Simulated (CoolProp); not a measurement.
A single-stage vapour-compression cycle with isobutene: evaporating at 231.15 K (dew point), condensing at 255.15 K (bubble point), superheat 10 K, subcooling 2 K, compressor efficiency 0.7, no pressure losses. Each further row changes one setting.

The numbers come from the reference Helmholtz-energy equation of state, Lemmon 2005 in CoolProp. It is a short technical equation, of lower accuracy than the large ones.

```json
[
 {"case": "as stated", "cooling COP": "6.28", "pressure ratio": "3.19", "discharge temperature (K)": "285.1", "refrigerating effect (kJ/kg)": "390", "volumetric capacity (kJ/m³)": "223"},
 {"case": "evaporating temperature 236.15 K", "cooling COP": "8.24", "pressure ratio": "2.45", "discharge temperature (K)": "280.3", "refrigerating effect (kJ/kg)": "396", "volumetric capacity (kJ/m³)": "290"},
 {"case": "condensing temperature 250.15 K", "cooling COP": "8.05", "pressure ratio": "2.56", "discharge temperature (K)": "276.7", "refrigerating effect (kJ/kg)": "400", "volumetric capacity (kJ/m³)": "229"},
 {"case": "subcooling 7 K", "cooling COP": "6.45", "pressure ratio": "3.19", "discharge temperature (K)": "285.1", "refrigerating effect (kJ/kg)": "400", "volumetric capacity (kJ/m³)": "229"},
 {"case": "superheat 20 K", "cooling COP": "6.24", "pressure ratio": "3.19", "discharge temperature (K)": "295.6", "refrigerating effect (kJ/kg)": "404", "volumetric capacity (kJ/m³)": "221"},
 {"case": "compressor efficiency 0.6", "cooling COP": "5.38", "pressure ratio": "3.19", "discharge temperature (K)": "291.7", "refrigerating effect (kJ/kg)": "390", "volumetric capacity (kJ/m³)": "223"}
]
```
